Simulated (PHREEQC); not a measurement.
PHREEQC input (Pitzer model, pitzer.dat):

```
SOLUTION 1
  temp 75
  units mol/kgw
  pH 7 charge
  Cl 0.014
  K 0.014
  S(6) 0.12
  Mg 0.12
END
USE solution 1
INCREMENTAL_REACTIONS false
REACTION 1
  H2O -1
  0 9.886 18.011 24.689 30.178 34.689 38.397 41.444
  43.949 46.007 47.699 49.089 50.232 51.172 51.944 52.578
  53.1 53.528 53.88 moles
EQUILIBRIUM_PHASES 1
  Arcanite 0 0
  Bischofite 0 0
  Brucite 0 0
  Carnallite 0 0
  Epsomite 0 0
  Hexahydrite 0 0
  Kainite 0 0
  Kieserite 0 0
  Leonite 0 0
  Misenite 0 0
  Schoenite 0 0
  Sylvite 0 0
  MgCl2_4H2O 0 0
SELECTED_OUTPUT 1
  -reset false
  -pH true
  -pe true
  -ionic_strength true
  -water true
  -activities H2O
  -totals Cl K Mg S
  -molalities H+ K+ Mg+2 Cl- SO4-2 OH- HSO4- MgOH+
  -equilibrium_phases Arcanite Bischofite Brucite Carnallite Epsomite Hexahydrite Kainite Kieserite Leonite Misenite
    Schoenite Sylvite MgCl2_4H2O
PRINT
  -reset false
END
```

Selected output (columns that matter, 19 of 19 rows; water left (kg) added in front):

```
water left (kg)	pH	mu	Cl	K	Mg	S	m_H+	m_K+	m_Mg+2	m_Cl-	m_SO4-2	m_OH-	la_H2O
1	6.3005	0.49399	0.014	0.014	0.12	0.12	8.2295e-07	0.014	0.12	0.014	0.12	8.506e-07	-0.0012197
0.821894	6.288	0.60104	0.017034	0.017034	0.146	0.146	8.7646e-07	0.017034	0.146	0.017034	0.146	8.7857e-07	-0.0014595
0.675514	6.2738	0.73128	0.020725	0.020725	0.17764	0.17764	9.3779e-07	0.020725	0.17764	0.020725	0.17764	9.0757e-07	-0.0017476
0.555203	6.2576	0.88975	0.025216	0.025216	0.21614	0.21614	1.0081e-06	0.025216	0.21613	0.025216	0.21613	9.3736e-07	-0.0020938
0.456313	6.2394	1.0826	0.030681	0.030681	0.26298	0.26298	1.0886e-06	0.030681	0.26297	0.030681	0.26297	9.6758e-07	-0.00251
0.375043	6.2187	1.3172	0.037329	0.037329	0.31996	0.31996	1.1807e-06	0.037329	0.31996	0.037329	0.31996	9.9771e-07	-0.0030102
0.30824	6.1952	1.6026	0.045419	0.045419	0.38931	0.38931	1.2858e-06	0.045419	0.3893	0.045419	0.3893	1.027e-06	-0.0036121
0.253345	6.1684	1.9499	0.055261	0.055261	0.47366	0.47366	1.405e-06	0.055261	0.47365	0.055261	0.47365	1.0543e-06	-0.0043381
0.208215	6.1375	2.3725	0.067238	0.067238	0.57633	0.57633	1.5392e-06	0.067238	0.57632	0.067238	0.57632	1.0783e-06	-0.0052198
0.171138	6.1013	2.8865	0.081805	0.081805	0.70119	0.70119	1.6878e-06	0.081805	0.70118	0.081805	0.70118	1.097e-06	-0.0063029
0.140655	6.0583	3.5121	0.099534	0.099534	0.85315	0.85315	1.8486e-06	0.099534	0.85314	0.099534	0.85314	1.1079e-06	-0.0076595
0.115613	6.0066	4.2729	0.12109	0.12109	1.0379	1.0379	2.0153e-06	0.12109	1.0379	0.12109	1.0379	1.1081e-06	-0.0094031
0.0950203	5.9435	5.1988	0.14734	0.14734	1.2629	1.2629	2.1759e-06	0.14734	1.2629	0.14734	1.2629	1.0944e-06	-0.011721
0.0780853	5.8652	6.3264	0.17929	0.17929	1.5368	1.5368	2.3088e-06	0.17929	1.5368	0.17929	1.5368	1.0637e-06	-0.014915
0.064177	5.7673	7.6974	0.21815	0.21815	1.8698	1.8698	2.3792e-06	0.21815	1.8698	0.21815	1.8698	1.0137e-06	-0.019463
0.0527548	5.644	9.364	0.26538	0.26538	2.2747	2.2747	2.3383e-06	0.26538	2.2747	0.26538	2.2747	9.4362e-07	-0.026121
0.0433505	5.4881	11.395	0.32295	0.32295	2.7681	2.7681	2.1302e-06	0.32295	2.7681	0.32295	2.7681	8.5564e-07	-0.036104
0.0356396	5.2918	13.861	0.39282	0.39282	3.367	3.367	1.7221e-06	0.39282	3.367	0.39282	3.367	7.5596e-07	-0.051206
0.029298	5.0447	16.861	0.47785	0.47785	4.0958	4.0958	1.1538e-06	0.47785	4.0958	0.47785	4.0958	6.5327e-07	-0.074277
```

Constants without temperature data keep their 25 °C values here.
